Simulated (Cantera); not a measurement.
**Adiabatic ignition**

An adiabatic, constant-volume homogeneous reactor starts with 14.4 % CH₄, 18.0 % O₂, 67.6 % N₂, at 1425 K and 280000 Pa.

Model: GRI-Mech 3.0 (53 species, 325 reactions), integrated in Cantera.

| t (s) | T (K) | P (bar) | x CH₄ | x O₂ | x O | x NO | x CO₂ | x HCN | x H₂ |
|---|---|---|---|---|---|---|---|---|---|
| 2.00e-6 | 1425 | 2.80 | 0.144 | 0.180 | 7.32e-10 | <1e-12 | <1e-12 | <1e-12 | 3.02e-8 |
| 6.59e-6 | 1425 | 2.80 | 0.144 | 0.180 | 1.15e-9 | <1e-12 | 1.41e-12 | <1e-12 | 1.13e-7 |
| 2.17e-5 | 1425 | 2.80 | 0.144 | 0.180 | 3.03e-9 | <1e-12 | 6.50e-11 | <1e-12 | 5.04e-7 |
| 7.17e-5 | 1425 | 2.80 | 0.144 | 0.180 | 1.39e-8 | <1e-12 | 4.82e-9 | <1e-12 | 4.13e-6 |
| 0.000236 | 1426 | 2.80 | 0.144 | 0.180 | 4.19e-8 | <1e-12 | 2.02e-7 | <1e-12 | 4.91e-5 |
| 0.000779 | 1439 | 2.83 | 0.141 | 0.178 | 1.34e-7 | <1e-12 | 4.77e-6 | <1e-12 | 0.000644 |
| 0.00257 | 2930 | 6.47 | 1.42e-11 | 0.000585 | 0.000847 | 0.00202 | 0.0247 | 1.84e-7 | 0.0894 |
| 0.00847 | 2930 | 6.47 | 1.42e-11 | 0.000585 | 0.000847 | 0.00202 | 0.0247 | 1.84e-7 | 0.0894 |
| 0.0279 | 2930 | 6.47 | 1.42e-11 | 0.000585 | 0.000847 | 0.00202 | 0.0247 | 1.84e-7 | 0.0894 |
| 0.0920 | 2930 | 6.47 | 1.42e-11 | 0.000585 | 0.000847 | 0.00202 | 0.0247 | 1.84e-7 | 0.0894 |
| 0.303 | 2930 | 6.47 | 1.42e-11 | 0.000585 | 0.000847 | 0.00202 | 0.0247 | 1.84e-7 | 0.0894 |
| 1.00 | 2930 | 6.47 | 1.42e-11 | 0.000585 | 0.000847 | 0.00202 | 0.0247 | 1.84e-7 | 0.0894 |
x: mole fraction; the columns are a selection and need not sum to one.

```json
{
  "time_of_steepest_temperature_rise": "1.37 ms",
  "temperature at 1.00 s": "2930 K",
  "equilibrium_temperature": "2930 K",
  "x(CH₄) at 1.00 s": "1.42e-11 (gas-phase equilibrium 1.63e-11)",
  "x(O₂) at 1.00 s": "0.000585 (gas-phase equilibrium 0.000585)",
  "x(O) at 1.00 s": "0.000847 (gas-phase equilibrium 0.000847)"
}
```
